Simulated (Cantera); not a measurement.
Input: 1 mol C3H8, 0.036 mol CO2, at 13.3 mbar.

These are equilibrium values from Cantera (NASA tables, ideal gas, pure condensed phases), not measurements of a reactor. Candidate condensed phases: C, C6H6, C7H8, C8H18, H2O; 110 gas species. Kinetics and transport are ignored. All values below are at 1673 K.

Base state: H2 0.981, CO 0.0177, H 0.000977, C2H2 (acetylene) 5.59e-5, CH4 1.56e-5 (mole fractions); condensed: C(graphite).

Q: What changes in the equilibrium state with this change: pressure from 13.3 mbar to 89.0 bar?

A: 
```
species             before     after
----------------  --------  --------
H2                   0.981     0.894
CH4                1.56e-5    0.0864
CO                  0.0177    0.0184
H                 0.000977   1.14e-5
C2H6                 <1e-9   5.21e-5
H2O                1.30e-7  0.000823
C(graphite), mol      2.96      2.64
```
The ideal-gas law is rough above about 30 bar.
